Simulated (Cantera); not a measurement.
A perfectly stirred reactor is fed with 17.2 % CH3OH, 17.2 % O2, 64.5 % N2, 1.13 % CO2, equivalence ratio 1.5, at 750 Torr; it is adiabatic with a 473 K inlet, and is followed from long to short residence time, starting on the burning branch (τ in s: 0.036, 0.017, 0.0078, 0.0037, 0.0017, 0.0008, 0.00038, 0.00018, 8.3e-05, 3.9e-05).

Model: GRI-Mech 3.0 (53 species, 325 reactions), integrated in Cantera. GRI-Mech 3.0 was tuned for natural gas; its chemistry of methanol as a main component is partial and can be far from experiment.

### Question
Predict: blow-out, bracketed by the residence times tried; x(CH3OH) at τ = 36.0 ms; x(O2) at τ = 36.0 ms; x(CH2CO) at τ = 36.0 ms; x(H2O) at τ = 36.0 ms; x(CH2O) at τ = 36.0 ms; x(CH3OH) at τ = 0.800 ms; x(O2) at τ = 0.800 ms; x(CH2CO) at τ = 0.800 ms; x(H2O) at τ = 0.800 ms; x(CH2O) at τ = 0.800 ms.

### Answer
```
Quantity                                                                      Result
------------------------------------------------  ----------------------------------
blow-out, bracketed by the residence times tried  burning at 83.0 µs, out at 39.0 µs
x(CH3OH) at τ = 36.0 ms                                                      2.82e-6
x(O2) at τ = 36.0 ms                                                        0.000192
x(CH2CO) at τ = 36.0 ms                                                      7.61e-9
x(H2O) at τ = 36.0 ms                                                          0.230
x(CH2O) at τ = 36.0 ms                                                       2.61e-6
x(CH3OH) at τ = 0.800 ms                                                     4.44e-5
x(O2) at τ = 0.800 ms                                                        0.00219
x(CH2CO) at τ = 0.800 ms                                                     1.08e-7
x(H2O) at τ = 0.800 ms                                                         0.222
x(CH2O) at τ = 0.800 ms                                                      3.67e-5
```
